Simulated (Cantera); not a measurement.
Feed: 1 mol B, 4.7 mol O2, held at 1750 K and 0.570 Torr.

Method: chemical equilibrium by Gibbs-energy minimisation in Cantera with the NASA 1993 tables (ideal gas, pure condensed phases). Candidate condensed phases: B, B2O3; 10 gas species. Equilibrium is a limit: real reactors are often held back by kinetics, nucleation or transport.

Base state: O2 0.876, B2O3 0.101, BO2 0.0206, O 0.00254, BO 1.45e-5 (mole fractions); condensed: gas only.

Problem. What changes in the equilibrium state with this change: temperature from 1750 K to 2025 K?

Solution. 
| species | before | after |
|---|---|---|
| O2 | 0.876 | 0.832 |
| B2O3 | 0.101 | 0.0772 |
| BO2 | 0.0206 | 0.0631 |
| O | 0.00254 | 0.0268 |
| BO | 1.45e-5 | 0.000593 |
